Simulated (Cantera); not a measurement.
A closed system holds: 1 mol B, 0.3 mol NH3, 180 mol H2, equilibrated at 1598.15 K and 10.0 mbar.

Method: chemical equilibrium by Gibbs-energy minimisation in Cantera with the NASA 1993 tables (ideal gas, pure condensed phases). Candidate condensed phases: B, BN; 15 gas species. Mutual solubility and eutectic melting of coexisting phases are not modelled. The tables' values for BH2 are old estimates; treat these amounts as uncertain. Equilibrium is a limit: real reactors are often held back by kinetics, nucleation or transport.

Q: What is the equilibrium state?

A: 
| Property | Result |
|---|---|
| x(H2) | 0.999 |
| x(H) | 0.000533 |
| x(BH2) | 2.56e-5 |
| x(N2) | 6.36e-6 |
| n(B(s)) | 0.698 mol |
| n(BN(s)) | 0.298 mol |
| gas amount | 180.5 mol |
